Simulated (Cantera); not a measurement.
Charge: 1 mol SiCl₄, a varied amount of N₂O, 5.2 mol N₂, at 1527 °C and 0.100 bar.

Method: chemical equilibrium by Gibbs-energy minimisation in Cantera with the NASA 1993 tables (ideal gas, pure condensed phases). Candidate condensed phases: Si, SiO₂, Si₂N₂O, Si₃N₄; 23 gas species. The tables hold silica as quartz up to 1696 K and as liquid above; real silica turns to tridymite and cristobalite and melts near 1996 K. The numbers say what is thermodynamically allowed, not how fast it happens.

**Question.** What share of the Si ends up in condensed phases as a function of n(N₂O) (mol), at 0.16, 0.4, 1, 2.6, 6.5, 17, 42?

**Answer.** 
```
n(N₂O) (mol)  Si condensed (%)               as
------------  ----------------  ---------------
0.16                       8.0  SiO₂(condensed)
0.4                       20.0  SiO₂(condensed)
1                         50.0  SiO₂(condensed)
2.6                      100.0  SiO₂(condensed)
6.5                      100.0  SiO₂(condensed)
17                       100.0  SiO₂(condensed)
42                       100.0  SiO₂(condensed)
```
